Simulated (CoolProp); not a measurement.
A simple Rankine cycle with water: condensing at 315.15 K, boiler at 0.411 MPa, turbine inlet 457.7 K, turbine efficiency 0.9, pump efficiency 0.6, no recuperator. Each further row changes one setting.

Values from CoolProp's reference Helmholtz-energy equation of state, Wagner 2002.

```tsv
case	thermal efficiency (%)	net work (kJ/kg)	heat in (kJ/kg)	turbine exit temperature (K)	volume ratio over the turbine
as stated	20.6	545	2650	315.1	(withheld)
turbine inlet 477.7 K	20.7	(withheld)	(withheld)	315.1	29.9
condensing temperature 307.15 K	22.1	592	(withheld)	307.1	45.8
boiler pressure 0.288 MPa	18.9	502	2660	315.1	(withheld)
turbine efficiency 0.8	18.3	485	2650	315.1	31.8
```

Task: Fill in the missing entries.

Result: 
- as stated, volume ratio over the turbine: 30.9
- turbine inlet 477.7 K, net work (kJ/kg): 558
- turbine inlet 477.7 K, heat in (kJ/kg): 2690
- condensing temperature 307.15 K, heat in (kJ/kg): 2680
- boiler pressure 0.288 MPa, volume ratio over the turbine: 22.0

The expansion ends wet for: as stated; turbine inlet 477.7 K; condensing temperature 307.15 K; boiler pressure 0.288 MPa; turbine efficiency 0.8.
